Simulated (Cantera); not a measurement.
**Thermodynamics of fluorocarbon and chlorocarbon gases, feed CH3F + H2**

Feed: 1 mol CH3F, 0.69 mol H2, equilibrated at 3373.15 K and 0.0100 bar.

Cantera equilibrium calculation (NASA polynomials, part measured and part estimated; ideal gas, pure solids and liquids). Candidate condensed phases: C, C6H6, C7H8, C8H18; 95 gas species. Equilibrium is a limit: real reactors are often held back by kinetics, nucleation or transport.

```json
{
  "x(H)": "0.678",
  "x(HF)": "0.149",
  "x(F)": "0.0478",
  "x(C3)": "0.0404",
  "x(C)": "0.0400",
  "x(H2)": "0.0239",
  "x(C2)": "0.0131",
  "x(CF)": "0.00369",
  "x(C2H)": "0.00344",
  "gas_amount": "4.983 mol",
  "log10 activity of C(graphite) (absent)": "-0.47"
}
```
